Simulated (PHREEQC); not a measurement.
PHREEQC input (ion-association model, phreeqc.dat):

```
SOLUTION 0
  temp 40
  units mmol/kgw
  pH 7 charge
  Cl 0.69
  Ba 0.34
  O(0) 1 O2(g) -0.68
SOLUTION 1-40
  temp 40
  units mmol/kgw
  pH 7 charge
  Cl 2.81
  Cd 1.4
  O(0) 1 O2(g) -0.68
END
EXCHANGE 1-40
  X 0.00045
  -equilibrate 1
END
SELECTED_OUTPUT 1
  -reset false
  -pH true
  -pe true
  -ionic_strength true
  -water true
  -step true
  -totals Ba Cd Cl
  -molalities BaX2 CdX2
  -saturation_indices Cd(OH)2
PRINT
  -reset false
TRANSPORT
  -cells 40
  -shifts 160
  -lengths 0.0125
  -time_step 300
  -dispersivities 0.018
  -boundary_conditions flux flux
  -correct_disp true
  -punch_cells 40
  -punch_frequency 5
END
```

Selected output (columns that matter, 24 of 33 rows; pore volumes added in front):

```
pore volumes	pH	mu	Ba	Cd	Cl	m_BaX2	m_CdX2	si_Cd(OH)2
0	5.0254	0.0037444	0	0.0014	0.00281	0	0.000225	-6.6503
0.1375	5.0254	0.0037444	0	0.0014	0.00281	0	0.000225	-6.6503
0.3875	5.0254	0.003744	8.6194e-10	0.0013998	0.0028097	2.3329e-10	0.000225	-6.6503
0.5125	5.0253	0.0037254	1.1618e-07	0.0013921	0.0027944	3.1593e-08	0.00022497	-6.6522
0.7625	5.0241	0.0032582	7.1281e-06	0.0011946	0.0024134	2.1948e-06	0.00022281	-6.7058
0.8875	5.0226	0.0027557	1.7674e-05	0.00098333	0.002012	6.3506e-06	0.00021865	-6.7757
1.0125	5.0207	0.0022251	3.156e-05	0.00076273	0.0015986	1.3794e-05	0.00021121	-6.8697
1.2625	5.0174	0.0014598	6.7067e-05	0.00043875	0.0010216	4.2476e-05	0.00018252	-7.0841
1.3875	5.0163	0.0012573	9.2206e-05	0.00033887	0.00087215	6.5436e-05	0.00015956	-7.1888
1.6375	5.0153	0.0010786	0.00016256	0.00020158	0.00073829	0.00012293	0.00010207	-7.4073
1.7625	5.0152	0.0010483	0.00020211	0.00014974	0.0007137	0.00015031	7.4692e-05	-7.5351
1.8875	5.0151	0.0010348	0.00023841	0.00010727	0.00070136	0.00017281	5.2189e-05	-7.6793
2.1375	5.0152	0.0010281	0.00029131	4.9921e-05	0.00069247	0.00020178	2.3219e-05	-8.0111
2.2625	5.0152	0.001028	0.00030777	3.2791e-05	0.00069113	0.00020998	1.5023e-05	-8.1936
2.3875	5.0152	0.0010284	0.00031911	2.1146e-05	0.00069051	0.00021541	9.5857e-06	-8.3841
2.6375	5.0152	0.0010292	0.00033161	8.4406e-06	0.0006901	0.00022122	3.7811e-06	-8.783
2.7625	5.0152	0.0010295	0.00033477	5.2506e-06	0.00069004	0.00022266	2.3449e-06	-8.9891
3.0125	5.0152	0.0010298	0.00033802	1.9858e-06	0.00069001	0.00022412	8.8412e-07	-9.4114
3.1375	5.0152	0.0010299	0.00033879	1.21e-06	0.00069	0.00022446	5.3831e-07	-9.6265
3.2625	5.0152	0.0010299	0.00033927	7.3355e-07	0.00069	0.00022467	3.2619e-07	-9.8439
3.5125	5.0152	0.00103	0.00033973	2.6616e-07	0.00069	0.00022488	1.183e-07	-10.284
3.6375	5.0152	0.00103	0.00033984	1.5945e-07	0.00069	0.00022493	7.0865e-08	-10.507
3.8875	5.0152	0.00103	0.00033994	5.6719e-08	0.00069	0.00022497	2.5205e-08	-10.956
4.0125	5.0152	0.00103	0.00033997	3.3698e-08	0.00069	0.00022499	1.4974e-08	-11.182
```

Complexes and solids missing from the database can't appear. Constants without temperature data keep their 25 °C values here.
